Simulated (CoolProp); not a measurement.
Vapour-liquid equilibrium of R143a (1) + R1234yf (2) at 0.328 MPa; x and y are mole fractions of (1).

Computed with CoolProp (multi-fluid Helmholtz-energy mixture model, Lemmon and Jacobsen 2000 and Lemmon 2022; pair parameters Bell 2016).

| x | bubble temperature (K) | y at the bubble point | dew temperature at overall composition x (K) | liquid density (mol/L) |
|---|---|---|---|---|
| 0.05 | 272.7 | 0.093 | 273.4 | 10.40 |
| 0.2 | 268.6 | 0.324 | 270.9 | 10.77 |
| 0.35 | 265.1 | 0.505 | 268.1 | 11.14 |
| 0.5 | 262.1 | 0.651 | 265.2 | 11.52 |
| 0.65 | 259.5 | 0.773 | 262.1 | 11.91 |
| 0.8 | 257.1 | 0.878 | 258.9 | 12.33 |
| 0.95 | 254.9 | 0.971 | 255.4 | 12.76 |

No azeotrope shows between x = 0.05 and 0.95.

Pair parameters are fitted to limited data, so mixtures are less certain than the pure fluids.
